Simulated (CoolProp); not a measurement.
Vapour-liquid equilibrium of cyclohexane (1) + m-xylene (2) at 105.35 °C; x and y are mole fractions of (1).

The numbers come from the multi-fluid Helmholtz-energy mixture model, Zhou 2014 and Zhou 2012; pair parameters Bell 2016 in CoolProp.

```
x     bubble pressure (bar)  y at the bubble point  dew pressure at overall composition x (bar)  liquid density (mol/L)
----  ---------------------  ---------------------  -------------------------------------------  ----------------------
0.05                 0.4791                  0.256                                       0.3897                   7.458
0.2                  0.7774                      ?                                       0.4510                       ?
0.35                  1.043                      ?                                       0.5348                   7.681
0.5                   1.282                  0.837                                       0.6559                       ?
0.65                  1.502                  0.895                                       0.8445                   7.922
0.8                   1.716                  0.943                                        1.168                   8.054
0.95                  1.934                  0.986                                            ?                       ?
```

Q: Complete the blanks.

A: 
- 0.2, y at the bubble point: 0.605
- 0.2, liquid density (mol/L): 7.568
- 0.35, y at the bubble point: 0.752
- 0.5, liquid density (mol/L): 7.799
- 0.95, dew pressure at overall composition x (bar): 1.752
- 0.95, liquid density (mol/L): 8.195

No azeotrope shows between x = 0.05 and 0.95.

Pair parameters are fitted to limited data, so mixtures are less certain than the pure fluids.
